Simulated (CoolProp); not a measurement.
Carbonyl sulfide along the isotherm 387.9 K: fugacity coefficient from the reference equation and from simpler models built on Tc = 378.8 K, pc = 6.369 MPa, ω = 0.098; each cubic takes its own stable root.

The numbers come from the reference Helmholtz-energy equation of state, Lemmon 2006 in CoolProp. It is a short technical equation, of lower accuracy than the large ones.

```json
[
 {"p (MPa)": "3.98", "phase": "gas", "reference": "0.8097"},
 {"p (MPa)": "7.96", "phase": "supercritical", "reference": "0.6051"},
 {"p (MPa)": "11.9", "phase": "supercritical", "reference": "0.4518"},
 {"p (MPa)": "15.9", "phase": "supercritical", "reference": "0.3733"},
 {"p (MPa)": "19.9", "phase": "supercritical", "reference": "0.3275"},
 {"p (MPa)": "23.9", "phase": "supercritical", "reference": "0.2983"},
 {"p (MPa)": "27.9", "phase": "supercritical", "reference": "0.2787"},
 {"p (MPa)": "31.8", "phase": "supercritical", "reference": "0.2657"}
]
```

### Question
How far does each simpler model (van der Waals, Redlich-Kwong, Soave-Redlich-Kwong, Peng-Robinson) lie from the reference over these 8 states: mean and median of the absolute difference, and the worst?

### Answer
- van der Waals: mean 13.4 %, median 13.4 %, worst +25.8 % at 387.9 K and 31.8 MPa
- Redlich-Kwong: mean 3.3 %, median 3.7 %, worst +6.1 % at 387.9 K and 31.8 MPa
- Soave-Redlich-Kwong: mean 3.9 %, median 4.4 %, worst +6.8 % at 387.9 K and 31.8 MPa
- Peng-Robinson: mean 2.8 %, median 2.6 %, worst -3.4 % at 387.9 K and 31.8 MPa
